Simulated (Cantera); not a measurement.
**Thermodynamics of silicon epitaxy and polysilicon growth, feed Si3H8 + HCl + H2**

Input: 1 mol Si3H8, a varied amount of HCl, 4 mol H2, held at 1573 K and 0.110 bar.

Method: chemical equilibrium by Gibbs-energy minimisation in Cantera with the NASA 1993 tables (ideal gas, pure condensed phases). Candidate condensed phases: Si; 19 gas species. The feed counts by its element totals alone. The tables' values for SiCl3, SiCl are old estimates; treat these amounts as uncertain. Rates play no part.

From 0.047 mol HCl to 4.6 mol HCl the condensed part is Si(s). The main Si-bearing gas is SiCl2 throughout. The share of Si in condensed phases is highest at 0.047 mol HCl (100.0 %) and lowest at 4.6 mol HCl (56.1 %).

```json
[
 {"n(HCl) (mol)": "0.047", "log p H2": "-0.96", "log p HCl": "-3.21", "log p SiCl2": "-4.93", "log p SiCl3": "-7.45", "log p SiCl4": "-9.56", "n Si(s)": "3.00"},
 {"n(HCl) (mol)": "0.1", "log p H2": "-0.96", "log p HCl": "-2.90", "log p SiCl2": "-4.31", "log p SiCl3": "-6.52", "log p SiCl4": "-8.32", "n Si(s)": "3.00"},
 {"n(HCl) (mol)": "0.22", "log p H2": "-0.97", "log p HCl": "-2.60", "log p SiCl2": "-3.69", "log p SiCl3": "-5.60", "log p SiCl4": "-7.09", "n Si(s)": "2.98"},
 {"n(HCl) (mol)": "0.47", "log p H2": "-0.98", "log p HCl": "-2.33", "log p SiCl2": "-3.16", "log p SiCl3": "-4.80", "log p SiCl4": "-6.02", "n Si(s)": "2.94"},
 {"n(HCl) (mol)": "1", "log p H2": "-1.00", "log p HCl": "-2.11", "log p SiCl2": "-2.69", "log p SiCl3": "-4.09", "log p SiCl4": "-5.08", "n Si(s)": "2.82"},
 {"n(HCl) (mol)": "2.2", "log p H2": "-1.03", "log p HCl": "-1.92", "log p SiCl2": "-2.28", "log p SiCl3": "-3.49", "log p SiCl4": "-4.27", "n Si(s)": "2.47"},
 {"n(HCl) (mol)": "4.6", "log p H2": "-1.08", "log p HCl": "-1.80", "log p SiCl2": "-1.99", "log p SiCl3": "-3.04", "log p SiCl4": "-3.68", "n Si(s)": "1.68"}
]
```
log p: log10 of the partial pressure in bar; n: condensed amount in mol.
